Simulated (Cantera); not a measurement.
Cantera run:

```python
import numpy as np
import cantera as ct

gas_names = """
    B BH BH2 BH3 BN BO BO2 B2 B2O B2O2 B2O3 B3O3H3 H HBO HBO2 HNO HNO2 HNO3 HO2 H2 H2O H2O2 H3B3O6 N NH
    NH2 NH3 NH2OH NO NO2 NO3 N2 N2H2 N2H4 N2O O OH O2 O3
""".split()
cond_names = """
    B(b) B(L) BN(s) B2O3(L) B3O3H3(cr) H2O(s) H2O(L)
""".split()


# ... load() reads the species with a 1 bar reference pressure and builds the phases ...
atoms = {
    'B': {'B': 1},
    'H2O': {'H': 2, 'O': 1},
    'N2': {'N': 2},
    'H2': {'H': 2},
}
top_T = {'BN(s)': 3200}  # K; cautious upper limits of use, not melting points


# ... equilibrate(T, P, feed) seeds the gas with the atoms and calls Mixture.equilibrate('TP', solver="vcs", rtol=1e-11, max_steps=5000) ...
results = []
feed = {'B': 1, 'H2O': 0.11, 'N2': 160, 'H2': 7.4}  # mol
T = 2100  # K
P = 53  # Pa
mix = equilibrate(T, P, feed)
results.append((T, P, feed, dict(zip(mix.species_names, mix.species_moles))))
print(gas.report(threshold=0.0001))
for i in range(1, mix.n_phases):
    print(f"{mix.phase(i).name:16s} {mix.phase_moles(i):12.5e} mol")
```

Output:

```
       temperature   2100 K
          pressure   53 Pa
           density   8.0446e-05 kg/m^3
  mean mol. weight   26.502 kg/kmol
   phase of matter   gas

                          1 kg             1 kmol
                     ---------------   ---------------
          enthalpy        2.4529e+06        6.5008e+07  J
   internal energy        1.7941e+06        4.7548e+07  J
           entropy             11858        3.1428e+05  J/K
    Gibbs function        -2.245e+07       -5.9497e+08  J
 heat capacity c_p            1348.6             35741  J/K
 heat capacity c_v            1034.9             27426  J/K

                      mass frac. Y      mole frac. X     chem. pot. / RT
                     ---------------   ---------------   ---------------
                 B        0.00049405         0.0012112           -3.3762
                BO        0.00058633        0.00057962            -43.63
                 H        0.00092242          0.024252           -15.309
                H2         0.0024427          0.032111           -30.618
                N2           0.99544           0.94172           -34.709
     [  +34 minor]        0.00011433        0.00012595

B(b)              0.00000e+00 mol
BN(s)             6.73183e-01 mol
B2O3(L)           0.00000e+00 mol
```

Method: chemical equilibrium by Gibbs-energy minimisation in Cantera with the NASA 1993 tables (ideal gas, pure condensed phases). The tables' values for BH2 are old estimates; treat these amounts as uncertain.
